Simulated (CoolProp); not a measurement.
c-C4F8 (RC318) along the isotherm 165.65 °C: density (kg/m³) from the reference equation and from simpler models built on Tc = 115.2 °C, pc = 27.78 bar, ω = 0.355; each cubic takes its own stable root.

Computed with CoolProp (reference Helmholtz-energy equation of state, Platzer 1990). This equation is an older, rougher fit.

| p (bar) | phase | reference |
|---|---|---|
| 1.39 | gas | 7.704 |
| 2.78 | gas | 15.58 |
| 4.17 | gas | 23.63 |
| 5.56 | gas | 31.88 |
| 6.94 | gas | 40.27 |
| 8.33 | gas | 48.92 |
| 9.72 | gas | 57.81 |
| 11.1 | gas | 66.86 |
| 12.5 | gas | 76.30 |
| 13.9 | gas | 86.01 |

How far does each simpler model (ideal gas, van der Waals, Soave-Redlich-Kwong, Peng-Robinson) lie from the reference over these 10 states: mean and median of the absolute difference, and the worst?


- ideal gas: mean 6.1 %, median 6.1 %, worst -11.4 % at 165.65 °C and 13.9 bar
- van der Waals: mean 0.3 %, median 0.3 %, worst +0.8 % at 165.65 °C and 13.9 bar
- Soave-Redlich-Kwong: mean 0.0 %, median 0.0 %, worst -0.0 % at 165.65 °C and 13.9 bar
- Peng-Robinson: mean 1.0 %, median 1.0 %, worst +1.7 % at 165.65 °C and 13.9 bar
